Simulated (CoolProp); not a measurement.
R115 along the isobar 40.8 bar: density (kg/m³) from the reference equation and from simpler models built on Tc = 353.1 K, pc = 31.29 bar, ω = 0.248; each cubic takes its own stable root.

Values from CoolProp's reference Helmholtz-energy equation of state, Lemmon 2016.

| T (K) | phase | reference | Redlich-Kwong | Soave-Redlich-Kwong |
|---|---|---|---|---|
| 276.9 | liquid | 1409 | 1283 | 1330 |
| 292.9 | liquid | 1344 | 1211 | 1256 |
| 308.8 | liquid | 1272 | 1130 | 1172 |
| 324.7 | liquid | 1188 | 1037 | 1071 |
| 340.7 | liquid | 1081 | 921.5 | 942.0 |
| 356.6 | supercritical | 908.8 | 763.9 | 754.4 |
| 372.5 | supercritical | 471.9 | 494.6 | 439.9 |
| 388.5 | supercritical | 332.4 | 345.8 | 320.3 |
| 404.4 | supercritical | 278.9 | 289.4 | 271.0 |
| 420.3 | supercritical | 246.8 | 255.9 | 240.8 |
| 436.3 | supercritical | 224.2 | 232.3 | 219.1 |
| 452.2 | supercritical | 207.0 | 214.3 | 202.6 |
| 468.1 | supercritical | 193.2 | 199.9 | 189.3 |
| 484.1 | supercritical | 181.7 | 187.9 | 178.1 |
| 500 | supercritical | 172.0 | 177.8 | 168.7 |
